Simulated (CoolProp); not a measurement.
A single-stage vapour-compression cycle with the fluid: evaporating at 216.15 K (dew point), condensing at 283.15 K (bubble point), superheat 10 K, subcooling 0 K, compressor efficiency 0.9, no pressure losses. The same conditions are run with several fluids, on thermodynamics alone (safety and materials aside).

Model: reference Helmholtz-energy equation of state of each fluid (isobutane: Bücker 2006; R507A: Lemmon 2003; R125: Lemmon 2005; R134a: Tillner-Roth 1994; R143a: Lemmon and Jacobsen 2000; R404A: Lemmon 2003), in CoolProp. Blends and air are pseudo-pure fits.

```tsv
fluid	cooling COP	pressure ratio	discharge temperature (K)	refrigerating effect (kJ/kg)	volumetric capacity (kJ/m³)
isobutane	[?]	19.8	310.5	270	93.7
R507A	2.02	14.1	[?]	123	401
R125	[?]	14.2	305.9	96.4	404
R134a	2.16	21.5	324.5	157	166
R143a	2.06	13.4	319.5	147	422
R404A	2.00	[?]	315.9	127	378
```

### Question
Some entries are withheld; supply them.

### Answer

- isobutane, cooling COP: 2.21
- R507A, discharge temperature (K): 313.8
- R125, cooling COP: 1.95
- R404A, pressure ratio: 14.8
